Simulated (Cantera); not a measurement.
Input: 1 mol Si2Cl6, 46 mol NH3, 2.1 mol H2, held at 130 Pa.

Cantera equilibrium calculation (NASA polynomials, part measured and part estimated; ideal gas, pure solids and liquids). Candidate condensed phases: NH4Cl, Si, Si3N4; 28 gas species. The feed counts by its element totals alone. The tables' values for SiCl3 are old estimates; treat these amounts as uncertain. Rates play no part.

At 1400 K, list the 4 most abundant gas species with their mole fractions, and the condensed phases.

H2 0.712, N2 0.227, HCl 0.0604, SiCl2 0.00109. Condensed: Si3N4(s).
